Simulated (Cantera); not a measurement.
What does this Cantera script print?

```python
import numpy as np
import cantera as ct

gas_names = """
    Mg MgO MgS Mg2 O O2 O3 S SO SO2 SO3 S2 S2O S8
""".split()
cond_names = """
    Mg(cr) Mg(L) MgO(s) MgO(L) MgS(s) MgSO4(s) MgSO4(L) S(cr1) S(cr2) S(L)
""".split()


def load(file, names, dense=False):
    # The tables refer to 1 bar. Condensed volumes are neglected.
    table = {s.name: s for s in ct.Species.list_from_file(file)}
    out = []
    for n in names:
        d = dict(table[n].input_data)
        d["thermo"] = dict(d["thermo"], **{"reference-pressure": 1e5})
        if dense:
            d["equation-of-state"] = {"model": "constant-volume", "density": "1e6 g/cm^3"}
        out.append(ct.Species.from_dict(d))
    return out


gas = ct.Solution(thermo="ideal-gas", species=load("nasa_gas.yaml", gas_names))
cond = {s.name: ct.Solution(thermo="fixed-stoichiometry", species=[s], name=s.name)
        for s in load("nasa_condensed.yaml", cond_names, dense=True)}
atoms = {
    'MgO': {'Mg': 1, 'O': 1},
    'SO2': {'S': 1, 'O': 2},
    'O2': {'O': 2},
}
top_T = {'MgS(s)': 2250}  # K; cautious upper limits of use, not melting points


def equilibrate(T, P, feed):
    n = {}
    for name, mol in feed.items():
        for a, k in atoms[name].items():
            n[a] = n.get(a, 0.0) + k * mol
    gas.TPX = T, P, n
    mass = sum(n.values()) * gas.mean_molecular_weight
    gas.equilibrate("TP")
    valid = [c for c in cond.values() if c.min_temp <= T <= top_T.get(c.name, c.max_temp)]
    mix = ct.Mixture([(gas, mass / gas.mean_molecular_weight)] + [(c, 0.0) for c in valid])
    mix.T, mix.P = T, P
    mix.equilibrate("TP", solver="vcs", rtol=1e-11, max_steps=5000)
    return mix


results = []
feed = {'MgO': 1, 'SO2': 3.4, 'O2': 0.21}  # mol
P = 3500  # Pa
for T in [998, 1048, 1098, 1148, 1198, 1248, 1298, 1348, 1398, 1448, 1498, 1548, 1598]:
    mix = equilibrate(T, P, feed)
    results.append((T, P, feed, dict(zip(mix.species_names, mix.species_moles))))
    x = sorted(zip(gas.X, gas.species_names), reverse=True)
    print(f"T = {T:g} K  P = {P:g} Pa  gas = {mix.phase_moles(0):.4g} mol")
    print("   x: " + "  ".join(f"{s} {v:.3e}" for v, s in x if v > 0.0001))
    print("   condensed (mol): " + ("  ".join(f"{mix.phase(i).name} {mix.phase_moles(i):.4g}"
          for i in range(1, mix.n_phases) if mix.phase_moles(i) > 1e-12) or "none"))
```

Result:

```
T = 998 K  P = 3500 Pa  gas = 2.98 mol
   x: SO2 9.999e-01  SO3 1.362e-04
   condensed (mol): MgO(s) 0.5804  MgSO4(s) 0.4196
T = 1048 K  P = 3500 Pa  gas = 2.982 mol
   x: SO2 9.993e-01  SO3 6.696e-04
   condensed (mol): MgO(s) 0.5821  MgSO4(s) 0.4179
T = 1098 K  P = 3500 Pa  gas = 2.994 mol
   x: SO2 9.966e-01  SO3 2.828e-03  O2 5.713e-04
   condensed (mol): MgO(s) 0.5919  MgSO4(s) 0.4081
T = 1148 K  P = 3500 Pa  gas = 3.215 mol
   x: SO2 9.686e-01  O2 2.092e-02  SO3 1.046e-02
   condensed (mol): MgO(s) 0.7482  MgSO4(s) 0.2518
T = 1198 K  P = 3500 Pa  gas = 3.591 mol
   x: SO2 9.362e-01  O2 5.320e-02  SO3 1.056e-02
   condensed (mol): MgO(s) 1
T = 1248 K  P = 3500 Pa  gas = 3.597 mol
   x: SO2 9.380e-01  O2 5.475e-02  SO3 7.272e-03
   condensed (mol): MgO(s) 1
T = 1298 K  P = 3500 Pa  gas = 3.601 mol
   x: SO2 9.391e-01  O2 5.575e-02  SO3 5.135e-03
   condensed (mol): MgO(s) 1
T = 1348 K  P = 3500 Pa  gas = 3.603 mol
   x: SO2 9.399e-01  O2 5.642e-02  SO3 3.713e-03
   condensed (mol): MgO(s) 1
T = 1398 K  P = 3500 Pa  gas = 3.605 mol
   x: SO2 9.404e-01  O2 5.688e-02  SO3 2.745e-03
   condensed (mol): MgO(s) 1
T = 1448 K  P = 3500 Pa  gas = 3.606 mol
   x: SO2 9.407e-01  O2 5.720e-02  SO3 2.072e-03
   condensed (mol): MgO(s) 1
T = 1498 K  P = 3500 Pa  gas = 3.607 mol
   x: SO2 9.410e-01  O2 5.742e-02  SO3 1.593e-03
   condensed (mol): MgO(s) 1
T = 1548 K  P = 3500 Pa  gas = 3.608 mol
   x: SO2 9.411e-01  O2 5.759e-02  SO3 1.246e-03
   condensed (mol): MgO(s) 1
T = 1598 K  P = 3500 Pa  gas = 3.608 mol
   x: SO2 9.412e-01  O2 5.771e-02  SO3 9.895e-04
   condensed (mol): MgO(s) 1
```

These are equilibrium values from Cantera (NASA tables, ideal gas, pure condensed phases), not measurements of a reactor. Mutual solubility and eutectic melting of coexisting phases are not modelled.
